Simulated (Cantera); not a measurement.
A perfectly stirred reactor is fed with 7.85 % CH4, 11.3 % H2, 16.9 % O2, 63.9 % N2, equivalence ratio 1.3, at 5.00 bar; it is adiabatic with a 775 K inlet, and is followed from long to short residence time, starting on the burning branch (τ in s: 0.11, 0.041, 0.016, 0.006, 0.0023, 0.00087, 0.00033, 0.00013, 4.8e-05, 1.8e-05, 7e-06).

Detailed kinetics in Cantera: GRI-Mech 3.0 (53 species, 325 reactions).

One state of this run: T (K) = 2499; x CH4 = 2.77e-6; x H2 = 0.0460; x O2 = 0.000200; x HCN = 6.49e-7; x H = 0.00254; x CO = 0.0443. x: mole fraction; the columns are a selection and need not sum to one.

**Question.** Which value of τ (s) does it belong to?
A) 0.00033
B) 0.016
C) 4.8e-5
D) 0.041

**Answer.** D, 0.041
